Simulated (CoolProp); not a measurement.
The fluid at 298.15 K and 0.458 MPa is throttled through a valve to 0.106 MPa with no heat exchange. The same conditions are run with several fluids, on thermodynamics alone (safety and materials aside).

Values from CoolProp's reference Helmholtz-energy equation of state of each fluid (nitrogen: Span 2000; hydrogen sulfide: Lemmon 2006; normal hydrogen: Leachman 2009; ethane: Bücker 2006; R125: Lemmon 2005).

Q: Rank nitrogen, hydrogen sulfide, normal hydrogen, ethane, R125 by temperature change (K), highest first.

A: normal hydrogen (+0.1), nitrogen (-0.8), ethane (-3.9), R125 (-5.2), hydrogen sulfide (-6.2)

```
fluid             final density (kg/m³)
----------------  ---------------------
nitrogen                           1.20
hydrogen sulfide                   1.50
normal hydrogen                  0.0861
ethane                             1.31
R125                               5.31
```
